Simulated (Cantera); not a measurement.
A closed system holds: 1 mol MgO, 20 mol CO, at 1 atm.

Cantera equilibrium calculation (NASA polynomials, part measured and part estimated; ideal gas, pure solids and liquids). Candidate condensed phases: C, Mg, MgCO3, MgO; 15 gas species. Kinetics and transport are ignored.

log p: log10 of the partial pressure in bar; n: condensed amount in mol.

| T (K) | log p CO | log p CO2 | log p Mg | log p MgO | n C(graphite) | n MgO(s) |
|---|---|---|---|---|---|---|
| 1073 | -0.05 | -0.94 | <-11 | <-11 | (withheld) | 1.00 |
| 1173 | -0.01 | -1.57 | <-11 | <-11 | (withheld) | 1.00 |
| 1273 | 0.00 | -2.14 | -10.10 | <-11 | (withheld) | 1.00 |
| 1373 | 0.00 | -2.63 | -8.24 | <-11 | (withheld) | 1.00 |
| 1473 | 0.01 | -3.06 | -6.63 | <-11 | (withheld) | 1.000 |
| 1573 | 0.01 | -3.43 | -5.24 | <-11 | (withheld) | 1.000 |
| 1673 | 0.01 | -3.76 | -4.02 | -11.03 | 0 | 0.998 |
| 1773 | 0.01 | -3.49 | -3.49 | -9.88 | 0 | 0.994 |
| 1873 | 0.01 | -3.14 | -3.14 | -8.84 | 0 | 0.986 |
| 1973 | 0.00 | -2.82 | -2.82 | -7.92 | 0 | 0.970 |

Complete the blanks.


- 1073, n C(graphite): 2.02
- 1173, n C(graphite): 0.521
- 1273, n C(graphite): 0.143
- 1373, n C(graphite): 0.0458
- 1473, n C(graphite): 0.0171
- 1573, n C(graphite): 0.00716
